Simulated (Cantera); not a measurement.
A closed system holds: 1 mol HBr, a varied amount of O₂, held at 2000 K and 0.133 bar.

Cantera equilibrium calculation (NASA polynomials, part measured and part estimated; ideal gas, pure solids and liquids). Candidate condensed phases: Br₂, H₂O; 12 gas species. Kinetics and transport are ignored.

Question: At 0.91 mol O₂, list the 7 most abundant gas species with their mole fractions, and the condensed phases.

Answer: Br 0.401, O₂ 0.325, H₂O 0.202, HBr 0.0620, OH 0.00536, Br₂ 0.00430, O 0.00104. Condensed: gas only.
